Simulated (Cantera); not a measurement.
An adiabatic, constant-volume homogeneous reactor starts with 4.32 % CH₄, 0.168 % CO, 20.8 % O₂, 74.7 % N₂, at 1775 K and 488 Torr.

Detailed kinetics in Cantera: GRI-Mech 3.0 (53 species, 325 reactions).

Task: Predict: time of steepest temperature rise; temperature at 6.00 s; equilibrium temperature; x(CO) at 6.00 s; x(O₂) at 6.00 s; x(NO) at 6.00 s; x(H) at 6.00 s; x(H₂) at 6.00 s.

Result: 
```json
{
  "time_of_steepest_temperature_rise": "0.177 ms",
  "temperature at 6.00 s": "2617 K",
  "equilibrium_temperature": "2617 K",
  "x(CO) at 6.00 s": "0.00760 (gas-phase equilibrium 0.00760)",
  "x(O₂) at 6.00 s": "0.107 (gas-phase equilibrium 0.107)",
  "x(NO) at 6.00 s": "0.0192 (gas-phase equilibrium 0.0192)",
  "x(H) at 6.00 s": "0.00204 (gas-phase equilibrium 0.00204)",
  "x(H₂) at 6.00 s": "0.00237 (gas-phase equilibrium 0.00237)"
}
```
